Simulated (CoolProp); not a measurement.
A simple Rankine cycle with n-perfluoropentane: condensing at 307.15 K, boiler at 0.573 MPa, turbine inlet 499 K, turbine efficiency 0.85, pump efficiency 0.8, no recuperator. Each further row changes one setting.

Model: reference Helmholtz-energy equation of state, Gao 2022, in CoolProp.

| case | thermal efficiency (%) | net work (kJ/kg) | heat in (kJ/kg) | turbine exit temperature (K) | volume ratio over the turbine |
|---|---|---|---|---|---|
| as stated | 6.6 | 17.8 | 269 | 479.3 | 4.77 |
| condensing temperature 299.15 K | 7.6 | 21.2 | 278 | 475.8 | 6.36 |
| boiler pressure 0.401 MPa | 5.2 | 14.0 | 270 | 484.0 | 3.32 |
| turbine efficiency 0.75 | 5.8 | 15.7 | 269 | 481.3 | 4.80 |
